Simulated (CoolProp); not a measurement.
A single-stage vapour-compression cycle with ethane: evaporating at 234.15 K (dew point), condensing at 259.15 K (bubble point), superheat 0 K, subcooling 5 K, compressor efficiency 0.85, no pressure losses. Each further row changes one setting.

The numbers come from the reference Helmholtz-energy equation of state, Bücker 2006 in CoolProp.

```csv
case,cooling COP,pressure ratio,discharge temperature (K),refrigerating effect (kJ/kg),volumetric capacity (kJ/m³)
as stated,6.99,2.08,275.7,350,5080
evaporating temperature 239.15 K,9.11,1.78,…,354,6010
condensing temperature 254.15 K,9.01,1.82,267.7,365,5300
subcooling 10 K,…,2.08,275.7,365,5300
superheat 10 K,…,2.08,286.2,…,5010
compressor efficiency 0.75,6.17,2.08,278.9,350,5080
```

### Question
Some entries are withheld; supply them.

### Answer

- evaporating temperature 239.15 K, discharge temperature (K): 272.1
- subcooling 10 K, cooling COP: 7.29
- superheat 10 K, cooling COP: 6.88
- superheat 10 K, refrigerating effect (kJ/kg): 369
